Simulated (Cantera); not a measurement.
Charge: 1 mol CuO, 1.1 mol CO, 2.5 mol CH4, at 750 Torr.

Cantera equilibrium calculation (NASA polynomials, part measured and part estimated; ideal gas, pure solids and liquids). Candidate condensed phases: C, C6H6, C7H8, C8H18, Cu, CuO, Cu(OH)2, Cu2O, H2O; 113 gas species. Kinetics and transport are ignored. All values below are at 1698 K.

Base state: H2 0.703, CO 0.296, CH4 0.000546, Cu 0.000155, H 0.000121, H2O 0.000101, C2H2 (acetylene) 5.07e-5, CO2 1.25e-5 (mole fractions); condensed: C(graphite) + Cu(l).

**Question.** What changes in the equilibrium state with this change: CuO replaced by PbO?

**Answer.** 
```
species             before     after
----------------  --------  --------
H2                   0.703     0.617
CO                   0.296     0.259
Pb                       0     0.123
Cu                0.000155         0
Pb2                      0  0.000145
CO2                1.25e-5   9.62e-6
H2O               0.000101   7.80e-5
C(graphite), mol      1.50      1.50
Cu(l), mol           0.999         0
```
Further candidate phases: Pb, PbO, PbO2, Pb3O4.

**Question.** What changes in the equilibrium state with this change: pressure from 750 Torr to 10.0 Torr?

**Answer.** 
```tsv
species	before	after
H2	0.703	0.695
CO	0.296	0.292
Cu	0.000155	0.0116
CO2	1.25e-5	1.63e-7
H2O	0.000101	1.32e-6
CH4	0.000546	7.11e-6
Cu2	1.85e-7	1.39e-5
C(graphite), mol	1.50	1.50
Cu(l), mol	0.999	0.916
```
